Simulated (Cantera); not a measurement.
Input: 1 mol Si3N4, 0.011 mol H2O, 15 mol H2, 0.31 mol O2, held at 1.33 mbar.

These are equilibrium values from Cantera (NASA tables, ideal gas, pure condensed phases), not measurements of a reactor. Candidate condensed phases: H2O, Si, SiO2, Si2N2O, Si3N4; 35 gas species. Mutual solubility and eutectic melting of coexisting phases are not modelled. Gases not in the tables: Si2H6 and higher silanes. Equilibrium is a limit: real reactors are often held back by kinetics, nucleation or transport.

Q: Which condensed phases are stable at each of these points (T (K)): 1550, 1600, 1650, 1700, 1750, 1800, 1850?

A: 
```json
[
 {"T (K)": "1550", "condensed phases": "Si(s) + Si2N2O(s)", "Si condensed (%)": "98.7"},
 {"T (K)": "1600", "condensed phases": "Si(s) + Si2N2O(s)", "Si condensed (%)": "91.6"},
 {"T (K)": "1650", "condensed phases": "Si(s)", "Si condensed (%)": "78.8"},
 {"T (K)": "1700", "condensed phases": "Si(l)", "Si condensed (%)": "78.6"},
 {"T (K)": "1750", "condensed phases": "Si(l)", "Si condensed (%)": "78.2"},
 {"T (K)": "1800", "condensed phases": "Si(l)", "Si condensed (%)": "77.4"},
 {"T (K)": "1850", "condensed phases": "Si(l)", "Si condensed (%)": "75.9"}
]
```

From 1550 K to 1600 K the condensed part is Si(s) + Si2N2O(s). At 1650 K the condensed part is Si(s). From 1700 K to 1850 K the condensed part is Si(l).
